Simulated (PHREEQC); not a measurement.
**Alkaline etch or developer**

A solution holds 170 mmol/kgw KOH, 1.3 mmol/kgw Na2SiO3 and 4.9 mmol/kgw K2CO3, at 25 °C. Closed to the air; pH follows from the charge balance.

All values are PHREEQC results (ion-association model, phreeqc.dat), not measurements.

This is a speciation only: nothing precipitates in the calculation.

What pH, activity of water does the model give?

pH 13.08; activity of water 0.994.

In which forms is C present?

CO3-2 98 %, NaCO3- 1.5 % of the C.

Species that the database lacks are ignored.
